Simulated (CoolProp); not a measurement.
Vapour-liquid equilibrium of octamethyltrisiloxane (MDM) (1) + octamethylcyclotetrasiloxane (D4) (2) at 3.47 kPa; x and y are mole fractions of (1).

Model: multi-fluid Helmholtz-energy mixture model, Thol 2017 and Thol 2015; pair parameters Bell 2016, in CoolProp.

| x | bubble temperature, mixture model (°C) | bubble temperature, Raoult's law (°C) | y, mixture model | y, Raoult's law |
|---|---|---|---|---|
| 0.05 | 77.4 | 77.7 | 0.128 | 0.118 |
| 0.2 | 73.1 | 73.5 | 0.403 | 0.395 |
| 0.35 | 69.6 | 70.0 | 0.588 | 0.590 |
| 0.5 | 66.7 | 66.9 | 0.725 | 0.731 |
| 0.65 | 64.1 | 64.2 | 0.831 | 0.837 |
| 0.8 | 61.8 | 61.8 | 0.915 | 0.918 |
| 0.95 | 59.7 | 59.7 | 0.981 | 0.982 |

The largest gap from Raoult's law is -0.4 K in bubble temperature, at x = 0.2. No azeotrope shows between x = 0.05 and 0.95.

The pair parameters rest on a limited set of measurements; away from them the model extrapolates.
